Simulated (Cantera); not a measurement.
Input: 1 mol BN, 2.6 mol Cl2, 8.8 mol N2, at 1477 °C and 0.0133 bar.

Method: chemical equilibrium by Gibbs-energy minimisation in Cantera with the NASA 1993 tables (ideal gas, pure condensed phases). Candidate condensed phases: B, BN; 10 gas species. The tables' values for BCl2 are old estimates; treat these amounts as uncertain. The numbers say what is thermodynamically allowed, not how fast it happens.

Base state: N2 0.748, Cl 0.165, BCl3 0.0803, Cl2 0.00592, BCl2 0.000134 (mole fractions); condensed: gas only.

Task: What changes in the equilibrium state with this change: Cl2 from 2.6 to 1.5 mol?

Result: 
| species | before | after |
|---|---|---|
| N2 | 0.748 | 0.897 |
| BCl3 | 0.0803 | 0.0912 |
| Cl | 0.165 | 0.00658 |
| BCl | 1.93e-6 | 0.00138 |
| Cl2 | 0.00592 | 9.38e-6 |
The tables' values for BCl2, BCl are old estimates; treat these amounts as uncertain.

Task: What changes in the equilibrium state with this change: BN replaced by Si3N4?

Result: 
| species | before | after |
|---|---|---|
| N2 | 0.748 | 0.803 |
| SiCl2 | 0 | 0.191 |
| SiCl3 | 0 | 0.00472 |
| Cl | 0.165 | 0.000526 |
| BCl3 | 0.0803 | 0 |
| SiCl | 0 | 0.000259 |
| SiCl4 | 0 | 0.000208 |
| BCl2 | 0.000134 | 0 |
| Cl2 | 0.00592 | 5.99e-8 |
| Si | 0 | 5.64e-5 |
| Si3N4(s), mol | 0 | 0.145 |
The tables' values for SiCl3, SiCl are old estimates; treat these amounts as uncertain. Further candidate phases: Si, Si3N4.

Task: What changes in the equilibrium state with this change: Cl2 from 2.6 to 1.3 mol?

Result: 
```csv
species,before,after
N2,0.748,0.908
BCl3,0.0803,0.0804
Cl,0.165,0.00632
Cl2,0.00592,8.66e-6
BCl,1.93e-6,0.00132
BCl2,0.000134,0.00351
"BN(s), mol",0,0.134
```
The tables' values for BCl2, BCl are old estimates; treat these amounts as uncertain.
